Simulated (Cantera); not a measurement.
Ignition delay

Mixture: 45.7 % H2, 11.4 % O2, 42.9 % N2, equivalence ratio 2.0, at 500000 Pa, adiabatic and at constant volume. Ignition delay is the time to a rise of 400 K.

Model: the H2/O2 subset of GRI-Mech 3.0, which has no nitrogen chemistry, integrated in Cantera. The hydrogen kinetics of GRI-Mech 3.0 are dated; newer H2 mechanisms differ, most at raised pressure.

```
T0 (K)  delay (ms)
------  ----------
975           15.0
1025          4.06
1075         0.990
1125         0.166
1175        0.0281
1225        0.0133
1275       0.00855
1325       0.00618
1375       0.00476
```

```yaml
apparent activation energy between 1275 and 1375 K: 85 kJ/mol
```
